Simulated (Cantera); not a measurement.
Input: 1 mol SiCl4, 62 mol H2, held at 101000 Pa.

Cantera equilibrium calculation (NASA polynomials, part measured and part estimated; ideal gas, pure solids and liquids). Candidate condensed phases: Si; 19 gas species. Kinetics and transport are ignored.

Problem. Which condensed phases are stable at each of these points (T (K)): 1023, 1048, 1073, 1098, 1123, 1148, 1173, 1198, 1223, 1248, 1273?

Solution. 
```json
[
 {"T (K)": "1023", "condensed phases": "gas only", "Si condensed (%)": "0.0"},
 {"T (K)": "1048", "condensed phases": "gas only", "Si condensed (%)": "0.0"},
 {"T (K)": "1073", "condensed phases": "Si(s)", "Si condensed (%)": "0.8"},
 {"T (K)": "1098", "condensed phases": "Si(s)", "Si condensed (%)": "4.0"},
 {"T (K)": "1123", "condensed phases": "Si(s)", "Si condensed (%)": "7.5"},
 {"T (K)": "1148", "condensed phases": "Si(s)", "Si condensed (%)": "11.1"},
 {"T (K)": "1173", "condensed phases": "Si(s)", "Si condensed (%)": "14.9"},
 {"T (K)": "1198", "condensed phases": "Si(s)", "Si condensed (%)": "18.7"},
 {"T (K)": "1223", "condensed phases": "Si(s)", "Si condensed (%)": "22.5"},
 {"T (K)": "1248", "condensed phases": "Si(s)", "Si condensed (%)": "26.3"},
 {"T (K)": "1273", "condensed phases": "Si(s)", "Si condensed (%)": "29.8"}
]
```

From 1023 K to 1048 K nothing is condensed. From 1073 K to 1273 K the condensed part is Si(s).
